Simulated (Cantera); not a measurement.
A closed system holds: 1 mol CO, 0.4 mol H₂, equilibrated at 1448 K and 0.00133 bar.

Method: chemical equilibrium by Gibbs-energy minimisation in Cantera with the NASA 1993 tables (ideal gas, pure condensed phases). Candidate condensed phases: C, C₆H₆, C₇H₈, C₈H₁₈, H₂O; 110 gas species. Kinetics and transport are ignored.

Base state: CO 0.714, H₂ 0.286, H 0.000135 (mole fractions); condensed: gas only.

Task: What changes in the equilibrium state with this change: temperature from 1448 K to 2475 K?

Result: 
```json
[
 {"species": "CO", "before": "0.714", "after": "0.632"},
 {"species": "H", "before": "0.000135", "after": "0.229"},
 {"species": "H₂", "before": "0.286", "after": "0.138"}
]
```
